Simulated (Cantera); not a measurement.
Input: 1 mol CuO, 0.97 mol CO, held at 40.0 Pa.

Method: chemical equilibrium by Gibbs-energy minimisation in Cantera with the NASA 1993 tables (ideal gas, pure condensed phases). Candidate condensed phases: C, Cu, CuO, Cu₂O; 15 gas species. Equilibrium is a limit: real reactors are often held back by kinetics, nucleation or transport. All values below are at 1902 °C.

Base state: Cu 0.445, CO₂ 0.233, CO 0.198, O₂ 0.0886, O 0.0343, CuO 0.000242, Cu₂ 2.94e-5 (mole fractions); condensed: gas only.

What changes in the equilibrium state with this change: CO from 0.97 to 17 mol?


```
species    before     after
-------  --------  --------
CO          0.198     0.889
Cu          0.445    0.0554
CO₂         0.233    0.0532
O₂         0.0886  0.000230
O          0.0343   0.00175
CuO      0.000242   1.54e-6
Cu₂       2.94e-5   4.57e-7
```

What changes in the equilibrium state with this change: CO from 0.97 to 8.8 mol?


```csv
species,before,after
CO,0.198,0.798
Cu,0.445,0.102
CO₂,0.233,0.0962
O₂,0.0886,0.000932
O,0.0343,0.00352
CuO,0.000242,5.67e-6
Cu₂,2.94e-5,1.53e-6
```
